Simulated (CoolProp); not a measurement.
Properties of methanol at several states.

Computed with CoolProp (reference Helmholtz-energy equation of state, de Reuck 1993).

| T (K) | p (MPa) | phase | cv (kJ/(kg K)) | expansivity (1/kK) | viscosity (µPa s) | conductivity (mW/(m K)) |
|---|---|---|---|---|---|---|
| 601.2 | 0.541 | gas | ? | 1.718 | ? | ? |
| 192.9 | 0.482 | liquid | 1.766 | 1.127 | ? | 219 |
| 318.6 | 0.102 | liquid | ? | ? | 411 | 196 |
| 410.6 | 0.267 | gas | 1.518 | ? | 13.2 | 27.2 |

Q: Complete the blanks.

A: 
- 601.2, cv (kJ/(kg K)): 1.880
- 601.2, viscosity (µPa s): 19.8
- 601.2, conductivity (mW/(m K)): 53.6
- 192.9, viscosity (µPa s): 5910
- 318.6, cv (kJ/(kg K)): 2.228
- 318.6, expansivity (1/kK): 1.250
- 410.6, expansivity (1/kK): 2.866

Viscosity comes from a separate model (Xiang 2006). Thermal conductivity comes from a separate model (Sykioti 2013).
